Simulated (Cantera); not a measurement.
Charge: 1 mol Si₃N₄, 11 mol F₂, 5.7 mol N₂, held at 477 °C and 0.0133 bar.

Cantera equilibrium calculation (NASA polynomials, part measured and part estimated; ideal gas, pure solids and liquids). Candidate condensed phases: Si, Si₃N₄; 16 gas species. Kinetics and transport are ignored.

Question: What is the equilibrium state?

Answer: 
| Item | Value |
|---|---|
| x(N₂) | 0.486 |
| x(F₂) | 0.222 |
| x(SiF₄) | 0.204 |
| x(NF₃) | 0.0732 |
| x(F) | 0.0150 |
| gas amount | 14.73 mol |
| log10 activity of Si(s) (absent) | -102.51 |
